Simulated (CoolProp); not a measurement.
The numbers come from the reference Helmholtz-energy equation of state, McLinden 2015 in CoolProp.

Problem. For the fluoroketone C6F12O (FK-5-1-12), give the phase and the Z, cv (kJ/(kg K)), Joule-Thomson coefficient (K/MPa), isothermal compressibility (1/MPa) at 221.05 °C and 3430 kPa.

Solution. 
- 221.05 °C and 3430 kPa: supercritical; Z 0.510, cv 1.08, Joule-Thomson coefficient 8.04, isothermal compressibility 0.497
